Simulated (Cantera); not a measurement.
A perfectly stirred reactor is fed with H2 : O2 : H2O = 0.39 : 1 : 0.012 (molar parts), at 0.0355 atm; it is held at 1325 K, and followed from long to short residence time.

Cantera simulation using GRI-Mech 3.0 (53 species, 325 reactions); the numbers are that mechanism's predictions, not measurements. Radical loss at walls, strong at low pressure, is not modelled. The temperature is held fixed by assumption; the heat of reaction is taken as removed at once.

One state of this run: x H2 = 0.00194; x O2 = 0.660; x H = 0.00150; x HO2 = 1.48e-5; x H2O2 = 7.51e-7; x OH = 0.00528. x: mole fraction; the columns are a selection and need not sum to one.

Task: Which value of τ (s) does it belong to?
(A) 0.081
(B) 0.21
(C) 1.3
(D) 0.032

Result: A, 0.081
